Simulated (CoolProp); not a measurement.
n-nonane along the isobar 101 kPa: density (kg/m³) from the reference equation and from simpler models built on Tc = 321.4 °C, pc = 2282 kPa, ω = 0.443; each cubic takes its own stable root.

Model: reference Helmholtz-energy equation of state, Lemmon 2006, in CoolProp. It is a short technical equation, of lower accuracy than the large ones.

```json
[
 {"T (°C)": "194.25", "phase": "gas", "reference": "3.470"},
 {"T (°C)": "213.25", "phase": "gas", "reference": "3.315"},
 {"T (°C)": "232.15", "phase": "gas", "reference": "3.176"},
 {"T (°C)": "251.15", "phase": "gas", "reference": "3.049"},
 {"T (°C)": "270.05", "phase": "gas", "reference": "2.933"},
 {"T (°C)": "288.95", "phase": "gas", "reference": "2.826"},
 {"T (°C)": "307.95", "phase": "gas", "reference": "2.728"},
 {"T (°C)": "326.85", "phase": "gas", "reference": "2.636"}
]
```

### Question
How far does each simpler model (ideal gas, van der Waals, Redlich-Kwong) lie from the reference over these 8 states: mean and median of the absolute difference, and the worst?

### Answer
- ideal gas: mean 2.5 %, median 2.4 %, worst -3.9 % at 194.25 °C and 101 kPa
- van der Waals: mean 0.8 %, median 0.7 %, worst -1.6 % at 194.25 °C and 101 kPa
- Redlich-Kwong: mean 0.4 %, median 0.3 %, worst -0.9 % at 194.25 °C and 101 kPa
